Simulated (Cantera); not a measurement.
Cantera with NASA thermochemical tables; ideal gases at 1 bar, condensed phases pure. Values are per mole of reaction as written; species without (g) are pure solids or liquids, kept so even where they would boil at 1 bar.

Q: Between 300 and 2300 K, where is each reaction favourable under standard conditions?
- 6 OH(g) + 2 Cr = 3 H2(g) + 2 CrO3(g)

A: 
- 6 OH(g) + 2 Cr = 3 H2(g) + 2 CrO3(g): ΔG° is -754 kJ at 300 K and -278 kJ at 2300 K; it stays negative (K > 1). ΔH° is -896 kJ and ΔS° -269 J/K at 2300 K.
